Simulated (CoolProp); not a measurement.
A single-stage vapour-compression cycle with the fluid: evaporating at 211.15 K (dew point), condensing at 255.15 K (bubble point), superheat 8 K, subcooling 8 K, compressor efficiency 0.9, no pressure losses. The same conditions are run with several fluids, on thermodynamics alone (safety and materials aside).

Computed with CoolProp (reference Helmholtz-energy equation of state of each fluid (hydrogen chloride: Thol 2018; R143a: Lemmon and Jacobsen 2000; R125: Lemmon 2005; R134a: Tillner-Roth 1994; ethane: Bücker 2006; chlorine: Thol 2021)).

Q: Rank hydrogen chloride, R143a, R125, R134a, ethane, chlorine by cooling COP, highest first.

A: R134a (3.83), R143a (3.79), R125 (3.77), ethane (3.57), chlorine (3.53), hydrogen chloride (3.45)

```tsv
fluid	pressure ratio	discharge temperature (K)	refrigerating effect (kJ/kg)	volumetric capacity (kJ/m³)
hydrogen chloride	4.90	355.6	362	2450
R143a	7.13	286.4	195	438
R125	7.49	276.2	136	445
R134a	10.4	291.2	200	157
ethane	4.30	295.4	365	2270
chlorine	7.97	382.2	272	261
```
